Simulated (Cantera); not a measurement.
## Adiabatic ignition

An adiabatic, constant-pressure homogeneous reactor starts with CO : H2 : CH4 : O2 : N2 = 1 : 0.48 : 0.022 : 0.389 : 1.46 (molar parts), equivalence ratio 2.0, at 1550 K and 750 Torr.

Detailed kinetics in Cantera: GRI-Mech 3.0 (53 species, 325 reactions).

```csv
t (s),T (K),x CO,x H2,x CH4,x HCN,x NO,x HO2
3.00e-6,1550,0.298,0.143,0.00656,<1e-12,<1e-12,5.14e-7
7.76e-6,1550,0.298,0.143,0.00654,<1e-12,1.05e-12,3.44e-6
2.01e-5,1817,0.268,0.0315,3.87e-8,3.36e-8,3.05e-6,1.13e-5
5.20e-5,2202,0.229,0.0409,<1e-12,5.59e-11,5.14e-5,3.51e-6
0.000135,2525,0.233,0.0405,<1e-12,2.88e-10,0.000189,2.28e-6
0.000348,2763,0.233,0.0389,<1e-12,3.45e-9,0.000765,2.06e-6
0.000901,2819,0.232,0.0386,<1e-12,1.26e-8,0.00217,1.93e-6
0.00233,2815,0.233,0.0389,<1e-12,2.00e-8,0.00384,1.83e-6
0.00603,2813,0.233,0.0390,<1e-12,2.21e-8,0.00430,1.81e-6
0.0156,2813,0.233,0.0390,<1e-12,2.21e-8,0.00431,1.81e-6
0.0404,2813,0.233,0.0390,<1e-12,2.21e-8,0.00431,1.81e-6
0.105,2813,0.233,0.0390,<1e-12,2.21e-8,0.00431,1.81e-6
0.271,2813,0.233,0.0390,<1e-12,2.21e-8,0.00431,1.81e-6
0.700,2813,0.233,0.0390,<1e-12,2.21e-8,0.00431,1.81e-6
```
x: mole fraction; the columns are a selection and need not sum to one.

* **time of steepest temperature rise**: 16.3 µs
* **temperature at 0.700 s**: 2813 K
* **equilibrium temperature**: 2813 K
* **x(CO) at 0.700 s**: 0.233 (gas-phase equilibrium 0.233)
* **x(H2) at 0.700 s**: 0.0390 (gas-phase equilibrium 0.0390)
* **x(CH4) at 0.700 s**: <1e-12 (gas-phase equilibrium <1e-12)
